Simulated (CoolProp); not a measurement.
Vapour-liquid equilibrium of acetone (1) + cyclohexane (2) at 0.536 bar; x and y are mole fractions of (1).

Computed with CoolProp (multi-fluid Helmholtz-energy mixture model, Lemmon 2006 and Zhou 2014; pair parameters Bell 2016).

| x | bubble temperature (°C) | y at the bubble point | dew temperature at overall composition x (°C) | liquid density (mol/L) |
|---|---|---|---|---|
| 0.05 | 49.8 | 0.351 | 59.5 | 9.030 |
| 0.125 | 42.3 | 0.537 | 57.3 | 9.311 |
| 0.2 | 39.1 | 0.607 | 55.0 | 9.559 |
| 0.275 | 37.7 | 0.639 | 52.5 | 9.804 |
| 0.35 | 37.1 | 0.656 | 49.9 | 10.06 |
| 0.425 | 36.7 | 0.667 | 47.0 | 10.33 |
| 0.5 | 36.4 | 0.677 | 43.9 | 10.62 |
| 0.575 | 36.2 | 0.689 | 40.6 | 10.94 |
| 0.65 | 36.0 | 0.706 | 37.3 | 11.28 |
| 0.725 | 36.0 | 0.730 | 36.0 | 11.65 |
| 0.8 | 36.0 | 0.768 | 36.3 | 12.05 |
| 0.875 | 36.5 | 0.824 | 37.0 | 12.48 |
| 0.95 | 37.4 | 0.913 | 37.9 | 12.93 |

y crosses x between x = 0.725 and 0.8: the model has an azeotrope there.

The pair parameters rest on a limited set of measurements; away from them the model extrapolates. With so large a gap from Raoult's law the liquid may split in two, which this calculation doesn't test in full.
